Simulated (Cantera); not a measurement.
Cantera run:

```python
import numpy as np
import cantera as ct

gas_names = [...]  # 113 gases of nasa_gas.yaml made of C, H, O, Pb
cond_names = """
    C(gr) C6H6(L) C7H8(L) C8H18(L),n-octa H2O(s) H2O(L) Pb(cr) Pb(L) PbO(rd) PbO(yw) PbO(L) PbO2(s)
    Pb3O4(s)
""".split()


# ... load() reads the species with a 1 bar reference pressure and builds the phases ...
atoms = {
    'Pb': {'Pb': 1},
    'H2O': {'H': 2, 'O': 1},
    'CO': {'C': 1, 'O': 1},
}
top_T = {'C(gr)': 4500, 'Pb3O4(s)': 820}  # K; cautious upper limits of use, not melting points


# ... equilibrate(T, P, feed) seeds the gas with the atoms and calls Mixture.equilibrate('TP', solver="vcs", rtol=1e-11, max_steps=5000) ...
results = []
feed = {'Pb': 1, 'H2O': 0.012, 'CO': 0.91}  # mol
T = 1573  # K
P = 19000  # Pa
mix = equilibrate(T, P, feed)
results.append((T, P, feed, dict(zip(mix.species_names, mix.species_moles))))
print(gas.report(threshold=1e-06))
for i in range(1, mix.n_phases):
    print(f"{mix.phase(i).name:16s} {mix.phase_moles(i):12.5e} mol")
```

It prints:

```
       temperature   1573 K
          pressure   19000 Pa
           density   0.10645 kg/m^3
  mean mol. weight   73.272 kg/kmol
   phase of matter   gas

                          1 kg             1 kmol
                     ---------------   ---------------
          enthalpy             41453        3.0373e+06  J
   internal energy       -1.3704e+05       -1.0041e+07  J
           entropy            3536.5        2.5913e+05  J/K
    Gibbs function       -5.5215e+06       -4.0457e+08  J
 heat capacity c_p            439.25             32184  J/K
 heat capacity c_v            325.77             23870  J/K

                      mass frac. Y      mole frac. X     chem. pot. / RT
                     ---------------   ---------------   ---------------
                CO           0.27828           0.72796           -37.342
               CO2          0.005627         0.0093685           -66.849
                 H        1.2421e-07         9.029e-06           -12.537
                H2         0.0002578         0.0093697           -25.073
               H2O        8.5764e-05        0.00034882            -54.58
                Pb            0.7148           0.25277           -11.337
               PbO        1.7366e-05        5.7011e-06           -40.843
               Pb2        0.00093176        0.00016475           -22.673
     [ +105 minor]        3.7096e-09        1.4411e-08

C(gr)             0.00000e+00 mol
Pb(L)             6.87620e-01 mol
PbO(L)            0.00000e+00 mol
```

Cantera equilibrium calculation (NASA polynomials, part measured and part estimated; ideal gas, pure solids and liquids).
